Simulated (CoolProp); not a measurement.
A single-stage vapour-compression cycle with the fluid: evaporating at 314.15 K (dew point), condensing at 338.15 K (bubble point), superheat 2 K, subcooling 5 K, compressor efficiency 0.65, no pressure losses. The same conditions are run with several fluids, on thermodynamics alone (safety and materials aside).

Model: reference Helmholtz-energy equation of state of each fluid (n-perfluorobutane: Gao 2022; R407C: Lemmon 2003; R236EA: Rui 2013; ethanol: Schroeder 2014; n-hexane: Thol 2019; isobutene: Lemmon 2005), in CoolProp. Blends and air are pseudo-pure fits.

Q: Rank n-perfluorobutane, R407C, R236EA, ethanol, n-hexane, isobutene by cooling COP, highest first.

A: ethanol (8.16), n-hexane (8.04), isobutene (7.77), R236EA (7.70), n-perfluorobutane (7.06), R407C (5.69)

```
fluid              pressure ratio  discharge temperature (K)  refrigerating effect (kJ/kg)  volumetric capacity (kJ/m³)
-----------------  --------------  -------------------------  ----------------------------  ---------------------------
n-perfluorobutane            1.88                      338.1                          60.8                         2760
R407C                        1.95                      357.1                           133                         9140
R236EA                       1.98                      339.6                           124                         2770
ethanol                      3.09                      382.9                           855                          285
n-hexane                     2.32                      339.3                           313                          408
isobutene                    1.82                      344.3                           296                         3450
```

The compression ends wet for: n-perfluorobutane.
